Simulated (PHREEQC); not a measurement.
Dissolve 0.051 mol BaCl2 and 0.0001 mol NaHCO3 per kg of water at 25 °C. Closed to the air; pH follows from the charge balance.

The numbers come from PHREEQC with the ion-association model, phreeqc.dat.

Each row changes one thing in this solution. Precipitation was switched off in this run.

| case | pH | BaOH+ (mol/kgw) |
|---|---|---|
| as made | 7.74 | 3.88e-8 |
| temperature from 25 to 65 °C | 7.29 | 1.29e-8 |
| diluted 2-fold with water | 7.74 | (withheld) |
| NaHCO3 replaced by KHCO3 at the same molality | 7.74 | 3.88e-8 |
| NaHCO3 replaced by Na2S at the same molality | 9.84 | 4.90e-6 |
| BaCl2 from 0.051 to 0.102 mol/kgw | 7.66 | (withheld) |

Some entries are withheld; supply them.


- diluted 2-fold with water, BaOH+ (mol/kgw): 2.37e-8
- BaCl2 from 0.051 to 0.102 mol/kgw, BaOH+ (mol/kgw): 5.42e-8

Away from 25 °C the constants follow the database's enthalpies or fits; those with neither stay at their 25 °C values.
